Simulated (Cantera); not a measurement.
Feed: 1 mol Cu2O, a varied amount of H2, 0.93 mol N2, held at 0.00133 bar.

Equilibrium computed with Cantera from the NASA thermochemical tables; the gas is ideal and each condensed phase is pure. Candidate condensed phases: Cu, CuO, Cu(OH)2, Cu2O, H2O; 27 gas species. Rates play no part.

Question: What condenses at these points (T in K, n(H2) in mol): (1798, 470); (1898, 740); (1098, 1900); (2198, 590); (1798, 590)?

Answer: 
```csv
T (K),n(H2) in mol,condensed phases,Cu condensed (%)
1798,470,gas only,0.0
1898,740,gas only,0.0
1098,1900,Cu,100.0
2198,590,gas only,0.0
1798,590,gas only,0.0
```
